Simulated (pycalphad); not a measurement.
Effect of Si content in Cu-Si

Source of the numbers: pycalphad with the COST 507 light-alloy database (1999); pressure 1 atm. These are 1990s assessments: newer ones move some temperatures and phases. Phase fractions are per mole of atoms.

```tsv
alloy	liquidus (°C)	first solid	solidus (°C)	phases at 727 °C
Cu-3.691Si (wt.%)	993	fcc	920	fcc 1.00
Cu-7.738Si (wt.%)	848	bcc	837	CU56SI11_GAMMA 0.89, hcp 0.11
Cu-12.21Si (wt.%)	(withheld)	(withheld)	(withheld)	(withheld)
Cu-17.15Si (wt.%)	828	diamond (Si)	801	CU19SI6_ETA 0.90, diamond (Si) 0.10
Cu-43.79Si (wt.%)	1176	diamond (Si)	801	diamond (Si) 0.52, CU19SI6_ETA 0.48
Cu-90.77Si (wt.%)	1392	diamond (Si)	801	diamond (Si) 0.94, CU19SI6_ETA 0.06
```

Task: Some entries are withheld; supply them.

Result: 
- Cu-12.21Si (wt.%), liquidus (°C): 858
- Cu-12.21Si (wt.%), first solid: CU19SI6_ETA
- Cu-12.21Si (wt.%), solidus (°C): 816
- Cu-12.21Si (wt.%), phases at 727 °C: CU19SI6_ETA 0.98, CU4SI_EPSILON 0.02

Database names, with the compositions (at.%) that they take in these runs: CU56SI11_GAMMA: Cu 84 Si 16; CU19SI6_ETA: Cu 76 Si 24; CU4SI_EPSILON: Cu 80 Si 20. The hcp model here describes the intermediate κ phase of Cu-Si.
